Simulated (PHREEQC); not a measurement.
Consider water at 25 °C with 0.024 mol/kgw NaHSO4, 0.00098 mol/kgw NaOH and 0.011 mol/kgw NH4HSO4. Closed to the air; pH follows from the charge balance.

The numbers come from PHREEQC with the ion-association model, phreeqc.dat.

Precipitation was switched off in this run.

**Question.** Predict the pH, ionic strength.

**Answer.** pH 1.79; ionic strength 0.0716 mol/kgw.

**Question.** In which forms is Na present?

**Answer.** Na+ 96 %, NaSO4- 3.6 % of the Na.
